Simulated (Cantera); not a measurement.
An isothermal, constant-pressure homogeneous reactor starts with 24.4 % C2H6, 75.6 % H2, at 1725 K and 0.0267 bar.

Cantera simulation using GRI-Mech 3.0 (53 species, 325 reactions); the numbers are that mechanism's predictions, not measurements. GRI-Mech 3.0 stops at C3 and has no aromatics, soot or wall deposition, so with more carbon than oxygen in the feed, carbon stays in small species such as C2H2 where larger ones or solid carbon would form. Radical loss at walls, strong at low pressure, is not modelled.

x: mole fraction; the columns are a selection and need not sum to one.

| t (s) | x C2H6 | x H2 | x C2H2 | x CH2 | x CH3 |
|---|---|---|---|---|---|
| 3.00e-5 | 0.203 | 0.741 | 3.67e-5 | (withheld) | 0.0242 |
| 9.53e-5 | 0.0892 | 0.699 | 0.00310 | (withheld) | 0.0503 |
| 0.000302 | 0.00382 | 0.676 | 0.0368 | (withheld) | 0.0269 |
| 0.000960 | 0.000514 | 0.699 | 0.0717 | (withheld) | 0.00898 |
| 0.00305 | 0.000158 | 0.714 | 0.0927 | (withheld) | 0.00402 |
| 0.00968 | 7.80e-5 | 0.726 | 0.106 | (withheld) | 0.00265 |
| 0.0307 | 5.33e-5 | 0.746 | 0.117 | (withheld) | 0.00220 |
| 0.0976 | 2.32e-5 | 0.779 | 0.135 | (withheld) | 0.00149 |
| 0.310 | 4.82e-6 | 0.812 | 0.152 | (withheld) | 0.000711 |
| 0.984 | 5.00e-7 | 0.828 | 0.160 | (withheld) | 0.000240 |
| 3.12 | 4.51e-8 | 0.833 | 0.163 | (withheld) | 7.15e-5 |
| 9.92 | 8.79e-9 | 0.834 | 0.163 | (withheld) | 2.76e-5 |
| 31.5 | 6.32e-9 | 0.835 | 0.163 | 2.86e-8 | 2.16e-5 |
| 100 | 6.30e-9 | 0.835 | 0.163 | 2.85e-8 | 2.15e-5 |

**Question.** Fill in the missing entries.

**Answer.** 
- 3.00e-5, x CH2: 1.99e-5
- 9.53e-5, x CH2: 5.25e-5
- 0.000302, x CH2: 3.07e-5
- 0.000960, x CH2: 8.26e-6
- 0.00305, x CH2: 2.69e-6
- 0.00968, x CH2: 1.47e-6
- 0.0307, x CH2: 1.29e-6
- 0.0976, x CH2: 1.01e-6
- 0.310, x CH2: 6.36e-7
- 0.984, x CH2: 2.78e-7
- 3.12, x CH2: 9.20e-8
- 9.92, x CH2: 3.64e-8
